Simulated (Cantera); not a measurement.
A perfectly stirred reactor is fed with 2.82 % CH₄, 97.2 % H₂, at 0.0410 bar; it is held at 1800 K, and followed from long to short residence time.

Cantera simulation using GRI-Mech 3.0 (53 species, 325 reactions); the numbers are that mechanism's predictions, not measurements. GRI-Mech 3.0 stops at C3 and has no aromatics, soot or wall deposition, so with more carbon than oxygen in the feed, carbon stays in small species such as C2H2 where larger ones or solid carbon would form. Radical loss at walls, strong at low pressure, is not modelled.

x: mole fraction; the columns are a selection and need not sum to one.

| τ (s) | x CH₄ | x H₂ | x C₂H₆ | x H | x CH₂ |
|---|---|---|---|---|---|
| 2.9 | 0.00451 | 0.982 | 1.14e-7 | 0.00168 | 2.89e-7 |
| 1.4 | 0.00635 | 0.981 | 2.20e-7 | 0.00165 | 3.85e-7 |
| 0.68 | 0.00880 | 0.980 | 4.06e-7 | 0.00160 | 4.98e-7 |
| 0.33 | 0.0119 | 0.978 | 7.13e-7 | 0.00155 | 6.18e-7 |
| 0.16 | [?] | 0.977 | [?] | 0.00148 | [?] |
| 0.077 | 0.0195 | 0.975 | 1.66e-6 | 0.00139 | 7.96e-7 |
| 0.037 | 0.0230 | 0.973 | 2.04e-6 | 0.00127 | 7.77e-7 |
| 0.018 | 0.0256 | 0.972 | 2.01e-6 | [?] | [?] |
| 0.0087 | 0.0271 | 0.971 | 1.43e-6 | 0.000797 | 3.75e-7 |

Q: Complete the blanks.

A: 
- 0.16, x CH₄: 0.0156
- 0.16, x C₂H₆: 1.15e-6
- 0.16, x CH₂: 7.28e-7
- 0.018, x H: 0.00108
- 0.018, x CH₂: 6.34e-7
